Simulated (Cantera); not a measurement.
## Pyrogenic steam for wet oxidation

An isothermal, constant-pressure homogeneous reactor starts with H₂ : O₂ : N₂ = 1.3 : 0.44 : 4.9 (molar parts), equivalence ratio 1.5, at 950 K and 0.890 bar.

Model: the H2/O2 subset of GRI-Mech 3.0, which has no nitrogen chemistry, integrated in Cantera. The temperature is held fixed by assumption; the heat of reaction is taken as removed at once.

| t (s) | x H₂ | x O₂ | x O | x H₂O | x HO₂ | x OH |
|---|---|---|---|---|---|---|
| 3.00e-5 | 0.196 | 0.0663 | 3.32e-12 | 3.36e-11 | 9.75e-11 | <1e-12 |
| 0.000100 | 0.196 | 0.0663 | 1.20e-11 | 4.05e-10 | 6.19e-10 | 3.38e-12 |
| 0.000336 | 0.196 | 0.0663 | 4.34e-11 | 4.80e-9 | 5.47e-9 | 1.22e-11 |
| 0.00113 | 0.196 | 0.0663 | 2.51e-10 | 7.34e-8 | 7.39e-8 | 7.06e-11 |
| 0.00377 | 0.196 | 0.0662 | 1.48e-7 | 3.07e-5 | 1.74e-5 | 6.19e-8 |
| 0.0126 | 0.0934 | 0.0133 | 8.35e-9 | 0.113 | 1.01e-5 | 7.31e-9 |
| 0.0423 | 0.0929 | 0.0130 | 2.05e-8 | 0.114 | 1.31e-5 | 2.01e-8 |
| 0.142 | 0.0903 | 0.0116 | 2.43e-8 | 0.117 | 1.30e-5 | 2.52e-8 |
| 0.475 | 0.0835 | 0.00813 | 1.57e-8 | 0.124 | 9.63e-6 | 1.73e-8 |
| 1.59 | 0.0737 | 0.00306 | 4.88e-9 | 0.135 | 4.13e-6 | 6.52e-9 |
| 5.32 | 0.0683 | 0.000275 | 3.41e-10 | 0.141 | 4.30e-7 | 1.49e-9 |
| 17.8 | 0.0677 | 5.43e-7 | <1e-12 | 0.142 | 8.38e-10 | 6.96e-10 |
| 59.7 | 0.0677 | 1.34e-9 | <1e-12 | 0.142 | 1.36e-12 | 1.14e-10 |
| 200 | 0.0677 | 2.12e-11 | <1e-12 | 0.142 | <1e-12 | 2.61e-11 |
x: mole fraction; the columns are a selection and need not sum to one.

Equilibrium at this temperature and pressure: H₂ 0.0677, O₂ <1e-12, O <1e-12, H₂O 0.142, HO₂ <1e-12, OH <1e-12 (gas phase only).
